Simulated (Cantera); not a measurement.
Premixed flame

A freely propagating, adiabatic, planar premixed flame of 26.0 % H2, 12.8 % O2, 61.2 % N2, equivalence ratio 1.0, unburnt at 450 K and 730000 Pa; mixture-averaged transport, grid criteria slope 0.08 and curve 0.16, no radiation.

Computed with Cantera and the H2/O2 subset of GRI-Mech 3.0, which has no nitrogen chemistry. The hydrogen kinetics of GRI-Mech 3.0 are dated; newer H2 mechanisms differ, most at raised pressure. Burning velocities carry a grid error of a few per cent, more on coarse grids.

| z (mm) | T (K) | u (m/s) | x H2 | x O2 | x H2O2 | x OH | x O | x HO2 |
|---|---|---|---|---|---|---|---|---|
| -0.120 | 450 | 2.36 | 0.260 | 0.128 | <1e-8 | <1e-8 | <1e-8 | <1e-8 |
| -0.0797 | 450 | 2.35 | 0.259 | 0.128 | 2.17e-8 | <1e-8 | <1e-8 | 1.08e-7 |
| -0.0598 | 451 | 2.35 | 0.257 | 0.128 | 1.13e-7 | <1e-8 | <1e-8 | 5.57e-7 |
| -0.0399 | 457 | 2.36 | 0.249 | 0.129 | 1.60e-6 | <1e-8 | 7.70e-8 | 7.81e-6 |
| -0.0199 | 568 | 2.81 | 0.209 | 0.132 | 6.92e-5 | 1.50e-5 | 5.34e-6 | 0.000460 |
| -0.00996 | 907 | 4.34 | 0.160 | 0.119 | 0.000154 | 0.000629 | 0.000182 | 0.000964 |
| 0 | 1348 | 6.34 | 0.103 | 0.0846 | 4.29e-5 | 0.00211 | 0.00148 | 0.000453 |
| 0.00996 | 1649 | 7.70 | 0.0593 | 0.0492 | 5.58e-6 | 0.00500 | 0.00306 | 0.000208 |
| 0.0199 | 1819 | 8.47 | 0.0380 | 0.0293 | 3.33e-6 | 0.00770 | 0.00354 | 0.000104 |
| 0.0399 | 1982 | 9.19 | 0.0255 | 0.0168 | 2.02e-6 | 0.00952 | 0.00299 | 4.57e-5 |
| 0.0797 | 2113 | 9.73 | 0.0193 | 0.0116 | 1.26e-6 | 0.00864 | 0.00175 | 2.20e-5 |
| 0.159 | 2201 | 10.1 | 0.0141 | 0.00837 | 8.20e-7 | 0.00679 | 0.000880 | 1.05e-5 |
| 0.319 | 2256 | 10.3 | 0.00969 | 0.00616 | 5.27e-7 | 0.00510 | 0.000437 | 4.83e-6 |
x: mole fraction of selected species; z is measured from the peak of heat release.

The laminar burning velocity comes out as 236 cm/s and the thermal thickness is 0.0399 mm. The peak x(H2O2) is 0.000155 and the peak x(OH) comes out as 0.00954. The peak x(O) is 0.00354 and the peak x(HO2) is 0.00105.
